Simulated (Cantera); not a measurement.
What does this Cantera script print?

```python
import numpy as np
import cantera as ct

gas = ct.Solution("gri30.yaml")
gas.TPX = 1000, 76000, {'CH4': 0.026, 'O2': 0.032, 'N2': 1, 'H2': 0.0075}
reactor = ct.IdealGasConstPressureReactor(gas, energy="off", clone=False)
net = ct.ReactorNet([reactor])
net.rtol, net.atol = 1e-08, 1e-18
show = ['CH4', 'O2', 'HCO', 'H', 'OH', 'C2H6', 'NO']
times = np.geomspace(7e-05, 200, 13)

steps = ct.SolutionArray(gas, extra=["t"])
rows = []
print(f"{'t/s':>10s}{'T/K':>9s}{'P/Pa':>11s}" + "".join(f"{s:>11s}" for s in show))
for t in times:
    while net.time < t:
        t_next = net.step()
        steps.append(gas.state, t=t_next)
    rows.append([np.interp(t, steps.t, y) for y in (steps.T, steps.P, *steps(*show).X.T)])
    print(f"{t:10.3e}{rows[-1][0]:9.1f}{rows[-1][1]:11.4g}" + "".join(f"{x:11.3e}" for x in rows[-1][2:]))
rate = np.gradient(steps.T, steps.t)
print("integrator steps:", len(steps.t))
if steps.T.max() > steps.T[0] + 200:
    print(f"time of steepest temperature rise: {steps.t[rate.argmax()]:.4e} s")
gas.TPX = 1000, 76000, {'CH4': 0.026, 'O2': 0.032, 'N2': 1, 'H2': 0.0075}
gas.equilibrate("TP")
print(f"equilibrium (TP): T = {gas.T:.1f} K  " + "  ".join(f"{s} {gas[s].X[0]:.3e}" for s in show))
```

Result:

```
       t/s      T/K       P/Pa        CH4         O2        HCO          H         OH       C2H6         NO
 7.000e-05   1000.0    7.6e+04  2.440e-02  3.003e-02  3.144e-22  2.045e-12  1.425e-13  1.123e-18  5.471e-25
 2.416e-04   1000.0    7.6e+04  2.440e-02  3.003e-02  4.236e-21  2.933e-12  2.118e-13  5.679e-17  3.508e-24
 8.338e-04   1000.0    7.6e+04  2.440e-02  3.003e-02  5.530e-20  6.140e-12  4.577e-13  2.730e-15  2.274e-23
 2.878e-03   1000.0    7.6e+04  2.440e-02  3.003e-02  7.989e-19  2.050e-11  1.569e-12  1.550e-13  2.298e-22
 9.933e-03   1000.0    7.6e+04  2.440e-02  3.003e-02  2.333e-17  1.503e-10  1.180e-11  2.294e-11  6.604e-21
 3.428e-02   1000.0    7.6e+04  2.440e-02  3.003e-02  1.022e-12  2.352e-08  2.527e-09  5.983e-07  1.012e-16
 1.183e-01   1000.0    7.6e+04  2.426e-02  2.993e-02  6.786e-11  4.202e-08  5.239e-09  3.891e-05  6.451e-15
 4.084e-01   1000.0    7.6e+04  2.336e-02  2.916e-02  7.141e-10  7.876e-08  1.436e-08  1.863e-04  4.214e-14
 1.409e+00   1000.0    7.6e+04  7.755e-03  9.073e-03  6.533e-09  5.883e-07  5.486e-08  1.265e-04  7.855e-12
 4.865e+00   1000.0    7.6e+04  3.562e-03  1.044e-03  3.372e-10  1.922e-07  2.535e-09  2.973e-05  2.489e-11
 1.679e+01   1000.0    7.6e+04  3.263e-03  1.895e-04  3.099e-11  4.941e-08  3.099e-10  1.033e-05  2.615e-11
 5.795e+01   1000.0    7.6e+04  3.228e-03  4.045e-05  5.412e-12  1.253e-08  6.379e-11  5.234e-06  2.418e-11
 2.000e+02   1000.0    7.6e+04  3.223e-03  9.516e-06  1.397e-12  3.566e-09  1.717e-11  3.911e-06  2.128e-11
integrator steps: 1829
equilibrium (TP): T = 1000.0 K  CH4 3.574e-07  O2 5.219e-21  HCO 1.293e-13  H 4.683e-10  OH 7.416e-13  C2H6 7.054e-16  NO 5.363e-15
```

Detailed kinetics in Cantera: GRI-Mech 3.0 (53 species, 325 reactions). The temperature is held fixed by assumption; the heat of reaction is taken as removed at once.
